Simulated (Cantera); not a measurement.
Input: 1 mol Fe(CO)₅, 4.8 mol N₂, at 1425 K and 1.33 mbar.

Equilibrium computed with Cantera from the NASA thermochemical tables; the gas is ideal and each condensed phase is pure. Candidate condensed phases: C, Fe, Fe(CO)₅, FeO, Fe₂O₃, Fe₃O₄; 27 gas species. Equilibrium is a limit: real reactors are often held back by kinetics, nucleation or transport.

Base state: CO 0.510, N₂ 0.490, Fe 2.10e-5 (mole fractions); condensed: Fe(γ).

Question: What changes in the equilibrium state with this change: 0.16 mol CH₄ added?

Answer: 
```tsv
species	before	after
CO	0.510	0.494
N₂	0.490	0.474
H₂	0	0.0316
Fe	2.10e-5	2.10e-5
HCN	0	7.41e-5
H	0	3.32e-5
Fe(γ), mol	1.000	1.000
C(graphite), mol	0	0.159
```
Iron dissolves carbon and melts from about 1420 K in contact with it, which pure phases cannot show. Condensed phases not in the tables: cementite and carbon dissolved in iron. Further candidate phases: C₆H₆, C₇H₈, C₈H₁₈, Fe(OH)₂, Fe(OH)₃, H₂O.
